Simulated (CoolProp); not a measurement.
The fluid at 455.81 K and 0.895 MPa flows at 3.6 m/s in a round tube of 4.6 mm bore and 45 µm roughness, fully developed (64/Re and Nu = 3.66 if laminar; Colebrook and Gnielinski if turbulent). The same conditions are run with several fluids, on thermodynamics alone (safety and materials aside).

Model: reference Helmholtz-energy equation of state of each fluid (R152A: Outcalt 1996; n-pentane: Thol 2019; R407C: Lemmon 2003; R124: de Vries 1995; ethanol: Schroeder 2014), in CoolProp. Blends and air are pseudo-pure fits.

Q: Rank R152A, n-pentane, R407C, R124, ethanol by Reynolds number, highest first.

A: n-pentane (32300), R124 (28700), R407C (18400), R152A (15900), ethanol (14500)

```
fluid      Darcy friction factor  pressure drop (Pa/m)  heat-transfer coefficient (W/(m² K))  mass flow (kg/h)
---------  ---------------------  --------------------  ------------------------------------  ----------------
R152A                     0.0411                   942                                   458              3.50
n-pentane                 0.0394                  1060                                  1000              4.12
R407C                     0.0407                  1200                                   453              4.52
R124                      0.0397                  1900                                   708              7.33
ethanol                   0.0414                   693                                   502              2.56
```

Transport values come from each fluid's own correlations; those of R152A, n-pentane, R124 are estimates that may be off by 10 % or more.
